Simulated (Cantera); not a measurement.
Feed: 1 mol trisilylamine, 3.6 mol N2, 27 mol H2, at 1798 K and 0.0133 bar.

Cantera equilibrium calculation (NASA polynomials, part measured and part estimated; ideal gas, pure solids and liquids). Candidate condensed phases: Si, Si3N4; 18 gas species. The feed counts by its element totals alone. Gases not in the tables: Si2H6 and higher silanes. The numbers say what is thermodynamically allowed, not how fast it happens.

Base state: H2 0.882, N2 0.115, H 0.00286, Si 0.000231, SiH 2.88e-5, SiH2 2.60e-5 (mole fractions); condensed: Si(l).

What changes in the equilibrium state with this change: pressure from 0.0133 bar to 0.133 bar?


| species | before | after |
|---|---|---|
| H2 | 0.882 | 0.935 |
| N2 | 0.115 | 0.0639 |
| H | 0.00286 | 0.000932 |
| SiH2 | 2.60e-5 | 2.76e-5 |
| Si | 0.000231 | 2.31e-5 |
| SiH | 2.88e-5 | 9.37e-6 |
| Si(l), mol | 2.99 | 0.0762 |
| Si3N4(s), mol | 0 | 0.974 |
Mutual solubility and eutectic melting of coexisting phases are not modelled.

What changes in the equilibrium state with this change: temperature from 1798 K to 1748.15 K?


```json
[
 {"species": "H2", "before": "0.882", "after": "0.883"},
 {"species": "N2", "before": "0.115", "after": "0.115"},
 {"species": "H", "before": "0.00286", "after": "0.00186"},
 {"species": "Si", "before": "0.000231", "after": "0.000109"},
 {"species": "SiH", "before": "2.88e-5", "after": "1.58e-5"},
 {"species": "SiH2", "before": "2.60e-5", "after": "1.81e-5"},
 {"species": "Si(l), mol", "before": "2.99", "after": "2.99"}
]
```

What changes in the equilibrium state with this change: trisilylamine replaced by SiHCl3?


| species | before | after |
|---|---|---|
| H2 | 0.882 | 0.810 |
| N2 | 0.115 | 0.110 |
| HCl | 0 | 0.0620 |
| SiCl2 | 0 | 0.0147 |
| SiCl | 0 | 0.000161 |
| Cl | 0 | 0.000161 |
| SiCl3 | 0 | 5.95e-5 |
| SiH2 | 2.60e-5 | 2.39e-5 |
| H | 0.00286 | 0.00274 |
| Si(l), mol | 2.99 | 0.503 |
The tables' values for SiCl, SiCl3 are old estimates; treat these amounts as uncertain. Further candidate phases: NH4Cl.
